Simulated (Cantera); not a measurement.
What does this Cantera script print?

```python
import numpy as np
import cantera as ct

gas = ct.Solution("h2o2.yaml")
gas.TPX = 1225, 13332, {'H2': 0.41, 'O2': 1, 'N2': 1.1}
reactor = ct.IdealGasConstPressureReactor(gas, energy="off", clone=False)
net = ct.ReactorNet([reactor])
net.rtol, net.atol = 1e-08, 1e-18
show = ['H2', 'O2', 'O', 'H2O2', 'OH']
times = np.geomspace(0.0009, 1, 13)

steps = ct.SolutionArray(gas, extra=["t"])
rows = []
print(f"{'t/s':>10s}{'T/K':>9s}{'P/Pa':>11s}" + "".join(f"{s:>11s}" for s in show))
for t in times:
    while net.time < t:
        t_next = net.step()
        steps.append(gas.state, t=t_next)
    rows.append([np.interp(t, steps.t, y) for y in (steps.T, steps.P, *steps(*show).X.T)])
    print(f"{t:10.3e}{rows[-1][0]:9.1f}{rows[-1][1]:11.4g}" + "".join(f"{x:11.3e}" for x in rows[-1][2:]))
rate = np.gradient(steps.T, steps.t)
print("integrator steps:", len(steps.t))
if steps.T.max() > steps.T[0] + 200:
    print(f"time of steepest temperature rise: {steps.t[rate.argmax()]:.4e} s")
gas.TPX = 1225, 13332, {'H2': 0.41, 'O2': 1, 'N2': 1.1}
gas.equilibrate("TP")
print(f"equilibrium (TP): T = {gas.T:.1f} K  " + "  ".join(f"{s} {gas[s].X[0]:.3e}" for s in show))
```

Result:

```
       t/s      T/K       P/Pa         H2         O2          O       H2O2         OH
 9.000e-04   1225.0  1.333e+04  1.697e-03  3.412e-01  4.781e-03  2.125e-06  2.859e-03
 1.615e-03   1225.0  1.333e+04  4.581e-04  3.437e-01  1.241e-03  1.370e-06  1.408e-03
 2.896e-03   1225.0  1.333e+04  1.221e-04  3.445e-01  3.303e-04  7.477e-07  7.234e-04
 5.196e-03   1225.0  1.333e+04  3.546e-05  3.447e-01  1.006e-04  3.896e-07  4.021e-04
 9.322e-03   1225.0  1.333e+04  1.165e-05  3.448e-01  3.561e-05  2.042e-07  2.404e-04
 1.672e-02   1225.0  1.333e+04  4.335e-06  3.448e-01  1.429e-05  1.089e-07  1.525e-04
 3.000e-02   1225.0  1.333e+04  1.797e-06  3.449e-01  6.294e-06  5.897e-08  1.012e-04
 5.382e-02   1225.0  1.333e+04  8.090e-07  3.449e-01  2.966e-06  3.233e-08  6.939e-05
 9.655e-02   1225.0  1.333e+04  3.874e-07  3.449e-01  1.468e-06  1.789e-08  4.876e-05
 1.732e-01   1225.0  1.333e+04  1.943e-07  3.449e-01  7.535e-07  9.985e-09  3.491e-05
 3.107e-01   1225.0  1.333e+04  1.014e-07  3.449e-01  3.994e-07  5.643e-09  2.540e-05
 5.574e-01   1225.0  1.333e+04  5.532e-08  3.449e-01  2.198e-07  3.270e-09  1.883e-05
 1.000e+00   1225.0  1.333e+04  3.255e-08  3.449e-01  1.292e-07  2.012e-09  1.443e-05
integrator steps: 1636
equilibrium (TP): T = 1225.0 K  H2 1.766e-08  O2 3.449e-01  O 6.812e-08  H2O2 1.138e-09  OH 1.047e-05
```

Detailed kinetics in Cantera: the H2/O2 subset of GRI-Mech 3.0, which has no nitrogen chemistry. The temperature is held fixed by assumption; the heat of reaction is taken as removed at once.
